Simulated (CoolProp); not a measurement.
Vapour pressure (bar) of dimethyl carbonate: the reference equation beside estimates from Tc = 557.0 K, pc = 49.09 bar, ω = 0.346. Clausius-Clapeyron is anchored at 400.4 K with a constant enthalpy of vaporisation of 31.38 kJ/mol.

The numbers come from the reference Helmholtz-energy equation of state, Zhou 2011 in CoolProp.

| T (K) | reference | Lee-Kesler | Clausius-Clapeyron | van der Waals | Redlich-Kwong |
|---|---|---|---|---|---|
| 389.3 | 2.177 | 2.177 | 2.225 | 9.763 | 4.237 |
| 400.4 | 2.911 | 2.929 | 2.911 | 11.25 | 5.350 |
| 411.6 | 3.833 | 3.875 | 3.762 | 12.90 | 6.671 |
| 422.7 | 4.952 | 5.027 | 4.787 | 14.68 | 8.193 |
| 433.9 | 6.319 | 6.434 | 6.028 | 16.62 | 9.960 |
| 445.1 | 7.955 | 8.117 | 7.502 | 18.72 | 11.98 |
| 456.2 | 9.876 | 10.09 | 9.222 | 20.96 | 14.24 |
| 467.4 | 12.15 | 12.42 | 11.24 | 23.39 | 16.80 |
| 478.6 | 14.81 | 15.14 | 13.58 | 25.98 | 19.65 |

Absolute difference from the reference over all 9 rows, mean and median: Lee-Kesler 1.5 and 1.8 %, Clausius-Clapeyron 4.5 and 4.6 %, van der Waals 182.9 and 163.0 %, Redlich-Kwong 60.1 and 57.6 %.
